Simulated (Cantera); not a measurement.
# Adiabatic ignition

An adiabatic, constant-volume homogeneous reactor starts with 4.95 % CH4, 6.93 % H2, 12.1 % O2, 74.2 % N2, 1.78 % H2O, at 1225 K and 1.70 bar.

Cantera simulation using GRI-Mech 3.0 (53 species, 325 reactions); the numbers are that mechanism's predictions, not measurements.

```
t (s)     T (K)  P (bar)   x CH4    x H2     x O2   x CH2CO     x C2H    x C2H6
--------  -----  -------  ------  ------  -------  --------  --------  --------
1.00e-6    1225     1.70  0.0495  0.0693    0.121    <1e-12    <1e-12    <1e-12
4.64e-6    1225     1.70  0.0495  0.0693    0.121    <1e-12    <1e-12    <1e-12
2.15e-5    1225     1.70  0.0495  0.0693    0.121    <1e-12    <1e-12  6.76e-12
0.000100   1225     1.70  0.0495  0.0693    0.121    <1e-12    <1e-12   5.64e-8
0.000464   1436     1.99  0.0347  0.0640    0.104  0.000143  2.23e-10   0.00115
0.00215    2669     3.67  <1e-12  0.0179  0.00383    <1e-12    <1e-12    <1e-12
0.0100     2665     3.66  <1e-12  0.0181  0.00361    <1e-12    <1e-12    <1e-12
0.0464     2665     3.66  <1e-12  0.0181  0.00361    <1e-12    <1e-12    <1e-12
0.215      2665     3.66  <1e-12  0.0181  0.00361    <1e-12    <1e-12    <1e-12
1.00       2665     3.66  <1e-12  0.0181  0.00361    <1e-12    <1e-12    <1e-12
```
x: mole fraction; the columns are a selection and need not sum to one.

time of steepest temperature rise: 0.506 ms
temperature at 1.00 s: 2665 K
equilibrium temperature: 2665 K
x(CH4) at 1.00 s: <1e-12 (gas-phase equilibrium <1e-12)
x(H2) at 1.00 s: 0.0181 (gas-phase equilibrium 0.0181)
x(O2) at 1.00 s: 0.00361 (gas-phase equilibrium 0.00361)
